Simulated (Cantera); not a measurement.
A perfectly stirred reactor is fed with H2 : O2 : N2 = 1.5 : 1 : 3.9 (molar parts), equivalence ratio 0.75, at 0.133 bar; it is held at 1175 K, and followed from long to short residence time.

Computed with Cantera and GRI-Mech 3.0 (53 species, 325 reactions). The temperature is held fixed by assumption; the heat of reaction is taken as removed at once.

Question: What does this change do: temperature 1175 to 1050 K?

Answer: 
```
quantity                 before     after
---------------------  --------  --------
x(H2) at τ = 1.30 s    0.000508  0.000775
x(O2) at τ = 1.30 s      0.0444    0.0445
x(N2O) at τ = 1.30 s    7.64e-8   6.48e-8
x(O) at τ = 1.30 s      9.61e-5   5.95e-5
x(OH) at τ = 1.30 s    0.000389  0.000170
x(H2) at τ = 43.0 ms    0.00443   0.00612
x(O2) at τ = 43.0 ms     0.0460    0.0470
x(N2O) at τ = 43.0 ms   2.84e-8   2.35e-8
x(O) at τ = 43.0 ms    0.000923  0.000556
x(OH) at τ = 43.0 ms    0.00124  0.000596
```

Question: What does this change do: pressure from 0.133 bar to 0.610 bar?

Answer: 
```tsv
quantity	before	after
x(H2) at τ = 1.30 s	0.000508	0.000233
x(O2) at τ = 1.30 s	0.0444	0.0443
x(N2O) at τ = 1.30 s	7.64e-8	4.21e-7
x(O) at τ = 1.30 s	9.61e-5	8.43e-6
x(OH) at τ = 1.30 s	0.000389	9.25e-5
x(H2) at τ = 43.0 ms	0.00443	0.00198
x(O2) at τ = 43.0 ms	0.0460	0.0451
x(N2O) at τ = 43.0 ms	2.84e-8	2.19e-7
x(O) at τ = 43.0 ms	0.000923	0.000108
x(OH) at τ = 43.0 ms	0.00124	0.000321
```
